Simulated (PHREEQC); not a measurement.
0.1 mol of Fluorite (CaF2) is brought to equilibrium with 1 kg of water, with rising amounts of NaBr, at 4.2 °C. Oxygen alone is held at its pressure in air (log pO2 = -0.68). The system is closed to CO2. Solids allowed: Fluorite, Portlandite. Others were left out.

Base run: PHREEQC, ion-association model, wateq4f.dat. Each further column changes one thing. The table gives pH.

```csv
NaBr added (mol),base,temperature from 4.2 to 85 °C,temperature from 4.2 to 70 °C
0,7.44,6.53,6.62
0.00208,7.44,6.53,6.62
0.00417,7.44,6.53,6.62
0.00625,7.44,6.53,6.62
0.00833,7.44,6.53,6.62
0.0104,7.44,6.53,6.62
0.0146,7.43,6.53,6.62
0.0167,7.43,6.53,6.62
0.0187,7.43,6.53,6.62
0.0208,7.43,6.53,6.62
0.0229,7.43,6.53,6.62
0.025,7.43,6.52,6.62
```

At this temperature some constants are extrapolated from 25 °C, and those without enthalpy data are left unchanged.
